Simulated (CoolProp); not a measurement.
A single-stage vapour-compression cycle with propylene: evaporating at 224.15 K (dew point), condensing at 280.15 K (bubble point), superheat 2 K, subcooling 2 K, compressor efficiency 0.75, no pressure losses. Each further row changes one setting.

Values from CoolProp's reference Helmholtz-energy equation of state, Lemmon 2013.

```tsv
case	cooling COP	pressure ratio	discharge temperature (K)	refrigerating effect (kJ/kg)	volumetric capacity (kJ/m³)
as stated	2.40	7.53	325.3	318	700
evaporating temperature 229.15 K	2.76	6.01	319.9	323	877
condensing temperature 275.15 K	2.71	6.52	317.9	330	727
subcooling 7 K	2.50	7.53	325.3	330	727
superheat 12 K	2.39	7.53	336.4	331	695
compressor efficiency 0.65	2.08	7.53	336.8	318	700
```
